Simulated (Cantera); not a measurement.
Input (Python, Cantera):

```python
import numpy as np
import cantera as ct

gas = ct.Solution("h2o2.yaml")
gas.TPX = 1498, 1400000, {'H2': 1, 'O2': 0.53, 'N2': 3.76}
reactor = ct.IdealGasConstPressureReactor(gas, energy="on", clone=False)
net = ct.ReactorNet([reactor])
net.rtol, net.atol = 1e-08, 1e-16
show = ['H2', 'O2', 'H2O2', 'OH', 'H2O', 'O']
times = np.geomspace(3e-06, 4, 16)

steps = ct.SolutionArray(gas, extra=["t"])
rows = []
print(f"{'t/s':>10s}{'T/K':>9s}{'P/Pa':>11s}" + "".join(f"{s:>11s}" for s in show))
for t in times:
    while net.time < t:
        t_next = net.step()
        steps.append(gas.state, t=t_next)
    rows.append([np.interp(t, steps.t, y) for y in (steps.T, steps.P, *steps(*show).X.T)])
    print(f"{t:10.3e}{rows[-1][0]:9.1f}{rows[-1][1]:11.4g}" + "".join(f"{x:11.3e}" for x in rows[-1][2:]))
rate = np.gradient(steps.T, steps.t)
print("integrator steps:", len(steps.t))
if steps.T.max() > steps.T[0] + 200:
    print(f"time of steepest temperature rise: {steps.t[rate.argmax()]:.4e} s")
gas.TPX = 1498, 1400000, {'H2': 1, 'O2': 0.53, 'N2': 3.76}
gas.equilibrate("HP")
print(f"equilibrium (HP): T = {gas.T:.1f} K  " + "  ".join(f"{s} {gas[s].X[0]:.3e}" for s in show))
```

Result:

```
       t/s      T/K       P/Pa         H2         O2       H2O2         OH        H2O          O
 3.000e-06   2463.2    1.4e+06  2.465e-02  1.494e-02  1.246e-06  1.548e-02  1.649e-01  4.948e-03
 7.682e-06   2666.9    1.4e+06  1.239e-02  9.756e-03  8.070e-07  1.029e-02  1.874e-01  1.473e-03
 1.967e-05   2709.2    1.4e+06  8.930e-03  8.418e-03  7.139e-07  8.651e-03  1.930e-01  9.569e-04
 5.036e-05   2711.6    1.4e+06  8.720e-03  8.337e-03  7.086e-07  8.554e-03  1.933e-01  9.310e-04
 1.290e-04   2711.6    1.4e+06  8.720e-03  8.337e-03  7.085e-07  8.553e-03  1.933e-01  9.309e-04
 3.302e-04   2711.6    1.4e+06  8.720e-03  8.337e-03  7.085e-07  8.553e-03  1.933e-01  9.309e-04
 8.455e-04   2711.6    1.4e+06  8.720e-03  8.337e-03  7.085e-07  8.553e-03  1.933e-01  9.309e-04
 2.165e-03   2711.6    1.4e+06  8.720e-03  8.337e-03  7.085e-07  8.553e-03  1.933e-01  9.309e-04
 5.543e-03   2711.6    1.4e+06  8.720e-03  8.337e-03  7.085e-07  8.553e-03  1.933e-01  9.309e-04
 1.419e-02   2711.6    1.4e+06  8.720e-03  8.337e-03  7.085e-07  8.553e-03  1.933e-01  9.309e-04
 3.634e-02   2711.6    1.4e+06  8.720e-03  8.337e-03  7.085e-07  8.553e-03  1.933e-01  9.309e-04
 9.306e-02   2711.6    1.4e+06  8.720e-03  8.337e-03  7.085e-07  8.553e-03  1.933e-01  9.309e-04
 2.383e-01   2711.6    1.4e+06  8.720e-03  8.337e-03  7.085e-07  8.553e-03  1.933e-01  9.309e-04
 6.101e-01   2711.6    1.4e+06  8.720e-03  8.337e-03  7.085e-07  8.553e-03  1.933e-01  9.309e-04
 1.562e+00   2711.6    1.4e+06  8.720e-03  8.337e-03  7.085e-07  8.553e-03  1.933e-01  9.309e-04
 4.000e+00   2711.6    1.4e+06  8.720e-03  8.337e-03  7.085e-07  8.553e-03  1.933e-01  9.309e-04
integrator steps: 1067
time of steepest temperature rise: 1.7384e-06 s
equilibrium (HP): T = 2711.6 K  H2 8.720e-03  O2 8.337e-03  H2O2 7.085e-07  OH 8.553e-03  H2O 1.933e-01  O 9.309e-04
```

Model: the H2/O2 subset of GRI-Mech 3.0, which has no nitrogen chemistry, integrated in Cantera. The hydrogen kinetics of GRI-Mech 3.0 are dated; newer H2 mechanisms differ, most at raised pressure. The pressure lies above the range GRI-Mech 3.0 was tuned for (to about 10 atm).
